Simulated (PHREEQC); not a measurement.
NaOH is added in steps, without added water, to 1 kg of water holding 31 mmol/kgw ZnSO4, 19 mmol/kgw KCl and 18 mmol/kgw H2SO4, at 25 °C. Oxygen alone is held at its pressure in air (log pO2 = -0.68). The system is closed to CO2. Only these solids could form: Zn(OH)2-e, Zn4(OH)6SO4, Zn5(OH)8Cl2, Halite, Mirabilite, Goslarite.

Base run: PHREEQC, ion-association model, wateq4f.dat. Each further column changes one thing. The table gives NaSO4- (mol/kgw).

| NaOH added (mol) | base | KCl from 0.019 to 0.0038 mol/kgw | diluted 100-fold with water | 0.00064 mol/kgw KOH added | no solid may form |
|---|---|---|---|---|---|
| 0 | 0 | 0 | 0 | 0 | 0 |
| 0.0125 | 0.000457 | 0.000474 | 1.86e-5 | 0.000460 | 0.000457 |
| 0.025 | 0.00103 | 0.00107 | 3.14e-5 | 0.00103 | 0.00103 |
| 0.0375 | 0.00171 | 0.00179 | (withheld) | 0.00172 | 0.00172 |
| 0.05 | 0.00241 | 0.00252 | 5.03e-5 | 0.00242 | 0.00248 |
| 0.0625 | 0.00319 | 0.00335 | 5.79e-5 | 0.00320 | 0.00332 |
| 0.075 | 0.00406 | 0.00429 | 6.46e-5 | 0.00407 | 0.00424 |
| 0.0875 | 0.00511 | 0.00539 | (withheld) | 0.00513 | 0.00524 |
| 0.1 | 0.00621 | 0.00653 | (withheld) | 0.00619 | 0.00620 |

Fill in the missing entries.


- 0.0375, diluted 100-fold with water: 4.16e-5
- 0.0875, diluted 100-fold with water: 7.08e-5
- 0.1, diluted 100-fold with water: 7.64e-5

 In at least one series the solution becomes supersaturated in solids that the run did not let form, among them Zn(OH)2-e, Zn4(OH)6SO4, Zn5(OH)8Cl2.
